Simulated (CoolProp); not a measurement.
Model: reference Helmholtz-energy equation of state, Schroeder 2014, in CoolProp.

Task: For ethanol, give the phase and the cp (kJ/(kg K)), cv (kJ/(kg K)), speed of sound (m/s), conductivity (mW/(m K)) at 412.3 K and 8.98 bar.

Result: 
- 412.3 K and 8.98 bar: liquid; cp 3.68, cv 2.84, speed of sound 742, conductivity 145

Thermal conductivity comes from a separate model (Assael 2013).
